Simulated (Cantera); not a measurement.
A closed system holds: 1 mol Si, 3.3 mol NF₃, 14 mol N₂, equilibrated at 0.000600 bar.

Cantera equilibrium calculation (NASA polynomials, part measured and part estimated; ideal gas, pure solids and liquids). Candidate condensed phases: Si, Si₃N₄; 16 gas species. Equilibrium is a limit: real reactors are often held back by kinetics, nucleation or transport.

log p: log10 of the partial pressure in bar; nothing condenses.

```json
[
 {"T (°C)": "225", "log p N₂": "-3.30", "log p F": "-8.31", "log p NF₃": "-4.18", "log p F₂": "-6.03", "log p SiF₄": "-4.47"},
 {"T (°C)": "375", "log p N₂": "-3.32", "log p F": "-5.44", "log p NF₃": "-4.68", "log p F₂": "-4.22", "log p SiF₄": "-4.50"},
 {"T (°C)": "525", "log p N₂": "-3.34", "log p F": "-4.22", "log p NF₃": "-6.73", "log p F₂": "-4.26", "log p SiF₄": "-4.54"},
 {"T (°C)": "675", "log p N₂": "-3.38", "log p F": "-3.84", "log p NF₃": "…", "log p F₂": "…", "log p SiF₄": "-4.57"},
 {"T (°C)": "825", "log p N₂": "-3.38", "log p F": "-3.81", "log p NF₃": "-12.23", "log p F₂": "-6.37", "log p SiF₄": "-4.57"},
 {"T (°C)": "975", "log p N₂": "-3.38", "log p F": "-3.80", "log p NF₃": "-14.37", "log p F₂": "-7.31", "log p SiF₄": "-4.57"},
 {"T (°C)": "1125", "log p N₂": "-3.38", "log p F": "-3.80", "log p NF₃": "<-15", "log p F₂": "…", "log p SiF₄": "-4.57"},
 {"T (°C)": "1275", "log p N₂": "-3.38", "log p F": "-3.80", "log p NF₃": "<-15", "log p F₂": "-8.66", "log p SiF₄": "-4.57"}
]
```

**Question.** What belongs in the gaps?

**Answer.** 
- 1125, log p F₂: -8.06
- 675, log p NF₃: -9.48
- 675, log p F₂: -5.19
